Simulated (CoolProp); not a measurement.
Vapour-liquid equilibrium of R134a (1) + methanol (2) at 288 kPa; x and y are mole fractions of (1).

Model: multi-fluid Helmholtz-energy mixture model, Tillner-Roth 1994 and de Reuck 1993; pair parameters Bell 2016, in CoolProp.

**Question.** Give the bubble temperature and the first vapour's composition at x = 0.35, 0.8, 0.95. Is there an azeotrope?

**Answer.** x = 0.35: 287.9 K, y = 0.969; x = 0.8: 278.0 K, y = 0.989; x = 0.95: 274.1 K, y = 0.997. No azeotrope shows between x = 0.05 and 0.95.

Pair parameters are fitted to limited data, so mixtures are less certain than the pure fluids. With so large a gap from Raoult's law the liquid may split in two, which this calculation doesn't test in full.
